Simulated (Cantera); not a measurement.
A perfectly stirred reactor is fed with H2 : O2 : N2 = 0.015 : 1 : 0.33 (molar parts), at 0.0132 atm; it is held at 1300 K, and followed from long to short residence time.

Computed with Cantera and the H2/O2 subset of GRI-Mech 3.0, which has no nitrogen chemistry. Radical loss at walls, strong at low pressure, is not modelled.

x: mole fraction; the columns are a selection and need not sum to one.

```
τ (s)         x H2   x O2        x OH         x H      x H2O2
------  ----------  -----  ----------  ----------  ----------
4.3        1.82e-5  0.741    0.000435     2.77e-5     8.93e-9
2.2     (withheld)  0.740  (withheld)  (withheld)  (withheld)
1.2        3.77e-5  0.739    0.000629     8.35e-5     1.20e-8
0.60       5.54e-5  0.738    0.000752    0.000141     1.35e-8
0.31       7.96e-5  0.737    0.000873    0.000218     1.49e-8
0.16      0.000116  0.736    0.000994    0.000311     1.62e-8
0.084     0.000170  0.735     0.00111    0.000406     1.77e-8
0.043     0.000267  0.735     0.00123    0.000501     1.98e-8
0.023   (withheld)  0.734  (withheld)  (withheld)  (withheld)
0.012     0.000710  0.734     0.00155    0.000667     2.71e-8
0.0061     0.00124  0.735     0.00177    0.000740     3.32e-8
```

Some entries are withheld; supply them.


- 2.2, x H2: 2.68e-5
- 2.2, x OH: 0.000531
- 2.2, x H: 5.03e-5
- 2.2, x H2O2: 1.05e-8
- 0.023, x H2: 0.000424
- 0.023, x OH: 0.00137
- 0.023, x H: 0.000584
- 0.023, x H2O2: 2.27e-8
